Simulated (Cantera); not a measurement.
Thermodynamics of calcination and drying, feed K2CO3 + C + O2

Charge: 1 mol K2CO3, 0.014 mol C, 1.6 mol O2, held at 0.133 bar.

These are equilibrium values from Cantera (NASA tables, ideal gas, pure condensed phases), not measurements of a reactor. Candidate condensed phases: C, K, KO2, K2CO3, K2O, K2O2; 15 gas species. The numbers say what is thermodynamically allowed, not how fast it happens.

```json
[
 {"T (K)": "825", "x O2": "0.991", "x K": "<1e-12", "x CO2": "0.00875", "x KO": "<1e-12", "x O": "<1e-12", "n K2CO3(s)": "1.00", "n K2CO3(l)": "0"},
 {"T (K)": "925", "x O2": "0.991", "x K": "2.13e-12", "x CO2": "0.00875", "x KO": "<1e-12", "x O": "3.65e-11", "n K2CO3(s)": "1.00", "n K2CO3(l)": "0"},
 {"T (K)": "1025", "x O2": "0.991", "x K": "6.52e-10", "x CO2": "0.00875", "x KO": "1.01e-10", "x O": "9.00e-10", "n K2CO3(s)": "1.00", "n K2CO3(l)": "0"},
 {"T (K)": "1125", "x O2": "0.991", "x K": "6.93e-8", "x CO2": "0.00875", "x KO": "8.96e-9", "x O": "1.26e-8", "n K2CO3(s)": "1.00", "n K2CO3(l)": "0"},
 {"T (K)": "1225", "x O2": "0.991", "x K": "3.12e-6", "x CO2": "0.00875", "x KO": "3.46e-7", "x O": "1.15e-7", "n K2CO3(s)": "0", "n K2CO3(l)": "1.000"},
 {"T (K)": "1325", "x O2": "0.991", "x K": "7.22e-5", "x CO2": "0.00879", "x KO": "7.04e-6", "x O": "7.51e-7", "n K2CO3(s)": "0", "n K2CO3(l)": "1.000"},
 {"T (K)": "1425", "x O2": "0.990", "x K": "0.00102", "x CO2": "0.00929", "x KO": "8.88e-5", "x O": "3.78e-6", "n K2CO3(s)": "0", "n K2CO3(l)": "0.999"},
 {"T (K)": "1525", "x O2": "0.978", "x K": "0.00854", "x CO2": "0.0132", "x KO": "0.000671", "x O": "1.53e-5", "n K2CO3(s)": "0", "n K2CO3(l)": "0.993"},
 {"T (K)": "1625", "x O2": "0.925", "x K": "0.0418", "x CO2": "0.0305", "x KO": "0.00293", "x O": "5.13e-5", "n K2CO3(s)": "0", "n K2CO3(l)": "0.961"}
]
```
x: gas mole fraction; n: condensed amount in mol.

From 825 K to 1125 K the condensed part is K2CO3(s). From 1225 K to 1625 K the condensed part is K2CO3(l).
